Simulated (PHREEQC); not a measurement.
Consider water at 24 °C with 1.2 mmol/kgw Cu(NO3)2, 49 mmol/kgw HCl and 0.92 mmol/kgw KCl. Closed to the air; pH follows from the charge balance.

Equilibrium calculation in PHREEQC: ion-association model, phreeqc.dat.

This is a speciation only: nothing precipitates in the calculation.

Question: What pH, specific conductance, density does the model give?

Answer: pH 1.38; specific conductance 18000 µS/cm; density 0.998 g/cm³.

Question: In which forms is Cu present?

Answer: Cu+2 94 %, CuCl+ 5.7 % of the Cu.

Complexes and solids missing from the database can't appear.
